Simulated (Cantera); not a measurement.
Input (Python, Cantera):

```python
import numpy as np
import cantera as ct

gas = ct.Solution("h2o2.yaml")
gas.TPX = 600, 1000000, {'H2': 1, 'O2': 0.417, 'N2': 1.75, 'H2O': 0.8}
flame = ct.FreeFlame(gas, width=0.008)
flame.set_refine_criteria(ratio=3, slope=0.08, curve=0.16)
flame.transport_model = "mixture-averaged"
flame.solve(loglevel=0, auto=True)
flame.transport_model = "multicomponent"
flame.soret_enabled = True
flame.solve(loglevel=0, refine_grid=True)
z, T = flame.grid, flame.T
thick = (T[-1] - T[0]) / np.gradient(T, z).max()
show = ['H2', 'O2', 'H2O', 'HO2', 'OH', 'H']
print(f"laminar burning velocity  {flame.velocity[0] * 100:.3f} cm/s")
print(f"burnt temperature         {T[-1]:.1f} K")
print(f"thermal thickness         {thick * 1e3:.4f} mm")
print(f"grid points               {len(z)}")
z0 = z[flame.heat_release_rate.argmax()]
print(f"{'z/mm':>9s}{'T/K':>9s}{'u/(m/s)':>9s}" + "".join(f"{s:>11s}" for s in show))
rows = []
for k in (-3, -2, -1.5, -1, -0.5, -0.25, 0, 0.25, 0.5, 1, 2, 4, 8):
    zz = z0 + k * thick
    rows.append([k * thick, np.interp(zz, z, T), np.interp(zz, z, flame.velocity),
                 *(np.interp(zz, z, flame.X[gas.species_index(s)]) for s in show)])
    print(f"{rows[-1][0] * 1e3:9.3f}{rows[-1][1]:9.1f}{rows[-1][2]:9.3f}" + "".join(f"{x:11.3e}" for x in rows[-1][3:]))
```

Result:

```
laminar burning velocity  161.202 cm/s
burnt temperature         2094.7 K
thermal thickness         0.0376 mm
grid points               112
     z/mm      T/K  u/(m/s)         H2         O2        H2O        HO2         OH          H
   -0.113    600.4    1.607  2.488e-01  1.056e-01  2.026e-01  8.598e-08  5.260e-15  1.477e-15
   -0.075    602.5    1.597  2.406e-01  1.067e-01  2.049e-01  1.097e-06  6.931e-13  1.242e-13
   -0.056    609.5    1.592  2.282e-01  1.083e-01  2.086e-01  6.324e-06  1.504e-11  2.506e-12
   -0.038    646.1    1.635  1.997e-01  1.112e-01  2.185e-01  5.347e-05  8.932e-10  1.549e-10
   -0.019    877.7    2.121  1.464e-01  1.046e-01  2.552e-01  6.729e-04  5.767e-06  5.390e-06
   -0.009   1198.1    2.864  1.144e-01  8.271e-02  3.038e-01  1.119e-03  2.542e-04  3.798e-04
    0.000   1541.1    3.681  8.231e-02  5.130e-02  3.651e-01  5.711e-04  1.282e-03  2.456e-03
    0.009   1755.4    4.196  5.926e-02  2.692e-02  4.093e-01  2.235e-04  2.951e-03  4.564e-03
    0.019   1868.6    4.467  4.760e-02  1.418e-02  4.320e-01  9.634e-05  4.165e-03  5.025e-03
    0.038   1970.3    4.704  3.963e-02  5.270e-03  4.493e-01  2.907e-05  4.455e-03  4.016e-03
    0.075   2036.7    4.854  3.622e-02  1.702e-03  4.586e-01  7.711e-06  3.223e-03  2.371e-03
    0.150   2070.5    4.927  3.478e-02  5.167e-04  4.632e-01  1.698e-06  1.864e-03  1.236e-03
    0.300   2085.8    4.959  3.418e-02  1.369e-04  4.653e-01  2.770e-07  9.776e-04  6.184e-04
```

Cantera simulation using the H2/O2 subset of GRI-Mech 3.0, which has no nitrogen chemistry; the numbers are that mechanism's predictions, not measurements. The hydrogen kinetics of GRI-Mech 3.0 are dated; newer H2 mechanisms differ, most at raised pressure. Burning velocities carry a grid error of a few per cent, more on coarse grids.
